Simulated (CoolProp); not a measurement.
Vapour-liquid equilibrium of ethane (1) + hydrogen chloride (2) at -93.75 °C; x and y are mole fractions of (1).

Computed with CoolProp (multi-fluid Helmholtz-energy mixture model, Bücker 2006 and Thol 2018; pair parameters Bell 2016).

```json
[
 {"x": "0.05", "bubble pressure (kPa)": "78.14", "y at the bubble point": "0.263", "dew pressure at overall composition x (kPa)": "62.77", "liquid density (mol/L)": "31.83"},
 {"x": "0.2", "bubble pressure (kPa)": "99.84", "y at the bubble point": "0.470", "dew pressure at overall composition x (kPa)": "…", "liquid density (mol/L)": "28.51"},
 {"x": "0.35", "bubble pressure (kPa)": "104.3", "y at the bubble point": "0.515", "dew pressure at overall composition x (kPa)": "86.49", "liquid density (mol/L)": "25.78"},
 {"x": "0.5", "bubble pressure (kPa)": "…", "y at the bubble point": "…", "dew pressure at overall composition x (kPa)": "103.0", "liquid density (mol/L)": "23.51"},
 {"x": "0.65", "bubble pressure (kPa)": "104.8", "y at the bubble point": "0.570", "dew pressure at overall composition x (kPa)": "100.1", "liquid density (mol/L)": "21.63"},
 {"x": "0.8", "bubble pressure (kPa)": "100.4", "y at the bubble point": "0.646", "dew pressure at overall composition x (kPa)": "88.99", "liquid density (mol/L)": "20.04"},
 {"x": "0.95", "bubble pressure (kPa)": "85.37", "y at the bubble point": "0.851", "dew pressure at overall composition x (kPa)": "78.96", "liquid density (mol/L)": "18.70"}
]
```

Problem. Complete the blanks.

Solution. 
- 0.2, dew pressure at overall composition x (kPa): 72.95
- 0.5, bubble pressure (kPa): 105.2
- 0.5, y at the bubble point: 0.537

y crosses x between x = 0.5 and 0.65: the model has an azeotrope there.

The pair parameters rest on a limited set of measurements; away from them the model extrapolates. With so large a gap from Raoult's law the liquid may split in two, which this calculation doesn't test in full.
